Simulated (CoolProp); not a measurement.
Saturation properties of methanol.

Computed with CoolProp (reference Helmholtz-energy equation of state, de Reuck 1993).

```json
[
 {"T (K)": "247.3", "p (bar)": "0.006572", "vapour density (kg/m³)": "0.01031", "liquid cp (kJ/(kg K))": "2.304"},
 {"T (K)": "262.6", "p (bar)": "0.02024", "vapour density (kg/m³)": "0.03000", "liquid cp (kJ/(kg K))": "2.357"},
 {"T (K)": "278", "p (bar)": "0.05476", "vapour density (kg/m³)": "0.07709", "liquid cp (kJ/(kg K))": "2.424"},
 {"T (K)": "293.3", "p (bar)": "0.1314", "vapour density (kg/m³)": "0.1765", "liquid cp (kJ/(kg K))": "2.506"},
 {"T (K)": "308.6", "p (bar)": "0.2864", "vapour density (kg/m³)": "0.3688", "liquid cp (kJ/(kg K))": "2.602"},
 {"T (K)": "323.9", "p (bar)": "0.5752", "vapour density (kg/m³)": "0.7136", "liquid cp (kJ/(kg K))": "2.714"},
 {"T (K)": "339.2", "p (bar)": "1.077", "vapour density (kg/m³)": "1.294", "liquid cp (kJ/(kg K))": "2.839"},
 {"T (K)": "354.5", "p (bar)": "1.900", "vapour density (kg/m³)": "2.222", "liquid cp (kJ/(kg K))": "2.979"},
 {"T (K)": "369.8", "p (bar)": "3.180", "vapour density (kg/m³)": "3.646", "liquid cp (kJ/(kg K))": "3.133"},
 {"T (K)": "385.2", "p (bar)": "5.102", "vapour density (kg/m³)": "5.777", "liquid cp (kJ/(kg K))": "3.305"}
]
```

It boils at 337.6 K under 1 atm.
